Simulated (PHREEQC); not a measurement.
Solution (25 °C): 0.0092 mol/kgw MnSO4, 0.0056 mol/kgw NiCl2 and 0.13 mol/kgw H2SO4. Closed to the air; pH follows from the charge balance.

Equilibrium calculation in PHREEQC: ion-association model, wateq4f.dat.

Q: The ionic strength comes out as 0.205 mol/kgw. What activity coefficients do SO4-2, Ni+2, MnCl+, H+, NiCl+ get?

A: SO4-2 0.29, Ni+2 0.31, MnCl+ 0.74, H+ 0.80, NiCl+ 0.74.

Precipitation was switched off in this run.
